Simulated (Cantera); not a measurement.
A closed system holds: 1 mol MgO, 0.39 mol H2, equilibrated at 100000 Pa.

Cantera equilibrium calculation (NASA polynomials, part measured and part estimated; ideal gas, pure solids and liquids). Candidate condensed phases: H2O, Mg, MgO, Mg(OH)2; 15 gas species. Equilibrium is a limit: real reactors are often held back by kinetics, nucleation or transport. All values below are at 1477 °C.

Base state: H2 0.999, H2O 0.000504, Mg 0.000498, H 0.000232 (mole fractions); condensed: MgO(s).

**Question.** What changes in the equilibrium state with this change: MgO replaced by SiC?

**Answer.** 
```json
[
 {"species": "H2", "before": "0.999", "after": "1.000"},
 {"species": "H", "before": "0.000232", "after": "0.000233"},
 {"species": "CH4", "before": "0", "after": "2.10e-5"},
 {"species": "H2O", "before": "0.000504", "after": "0"},
 {"species": "Mg", "before": "0.000498", "after": "0"},
 {"species": "SiH2", "before": "0", "after": "1.72e-5"},
 {"species": "MgO(s), mol", "before": "1.000", "after": "0"},
 {"species": "SiC(s), mol", "before": "0", "after": "1.000"}
]
```
Gases not in the tables: Si2H6 and higher silanes. Further candidate phases: C, C6H6, C7H8, C8H18, Si, SiC.
